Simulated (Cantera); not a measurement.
A perfectly stirred reactor is fed with 2.51 % CO, 1.06 % O2, 0.00964 % H2O, 96.4 % N2, equivalence ratio 1.2, at 4.90 bar; it is held at 1325 K, and followed from long to short residence time.

Cantera simulation using GRI-Mech 3.0 (53 species, 325 reactions); the numbers are that mechanism's predictions, not measurements.

One state of this run: x CO = 0.0189; x O2 = 0.00749; x H2O = 8.84e-5; x H2O2 = 9.67e-9; x NO = 7.31e-7. x: mole fraction; the columns are a selection and need not sum to one.

Task: Which value of τ (s) does it belong to?
A. 0.033
B. 0.0074
C. 0.0017
D. 0.00037

Result: B, 0.0074
